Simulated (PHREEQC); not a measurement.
1 kg of water holding 0.14 mol/kgw Na2CO3 meets 20 L of dry gas (N2 0.38, O2 0.62 by moles) at fixed total pressure, at 25 °C; fugacities by Peng-Robinson. The gases take part in no redox reaction, some water evaporates into the gas, and hydrates or a liquid gas phase aren't modelled. Precipitation was switched off in this run.

Computed with PHREEQC (ion-association model, phreeqc.dat).

| P (atm) | dissolved N2 (mol/kgw) | φ of N2 | p of N2 (atm) | dissolved O2 (mol/kgw) | φ of O2 |
|---|---|---|---|---|---|
| 2 | 0.000468 | 0.999 | 0.748 | 0.00146 | 0.998 |
| 5 | 0.00117 | 0.998 | 1.89 | 0.00367 | 0.995 |
| 10 | 0.00234 | 0.996 | 3.79 | 0.00728 | 0.991 |
| 20 | 0.00461 | 0.992 | 7.59 | ? | 0.982 |
| 30 | 0.00681 | 0.988 | 11.4 | 0.0210 | 0.973 |
| 40 | 0.00895 | 0.985 | 15.2 | 0.0274 | 0.965 |
| 50 | 0.0110 | 0.982 | 19.0 | 0.0336 | 0.957 |
| 75 | 0.0160 | ? | 28.5 | 0.0479 | 0.939 |
| 100 | 0.0206 | 0.974 | 38.0 | 0.0609 | 0.923 |
| 150 | 0.0290 | 0.972 | 57.0 | 0.0834 | 0.897 |
| 200 | 0.0367 | ? | 76.0 | 0.102 | ? |
| 300 | 0.0501 | 1.004 | 114 | 0.133 | ? |
| 400 | 0.0618 | 1.047 | 152 | 0.156 | 0.855 |

Task: What belongs in the gaps?

Result: 
- 20, dissolved O2 (mol/kgw): 0.0143
- 75, φ of N2: 0.977
- 200, φ of N2: 0.978
- 200, φ of O2: 0.878
- 300, φ of O2: 0.857

Species that the database lacks are ignored.
